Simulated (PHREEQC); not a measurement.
**Copper plating or etch bath**

A solution holds 14 mmol/kgw CuCl2, 26 mmol/kgw H2SO4 and 98 mmol/kgw KCl, at 25 °C. Closed to the air; pH follows from the charge balance.

Equilibrium calculation in PHREEQC: ion-association model, wateq4f.dat.

No solid was allowed to form.

Question: Estimate the pH, ionic strength.

Answer: pH 1.50; ionic strength 0.179 mol/kgw.

Question: In which forms is S present?

Answer: HSO4- 48 %, SO4-2 37 %, CuSO4 8.0 %, KSO4- 7.3 % of the S.
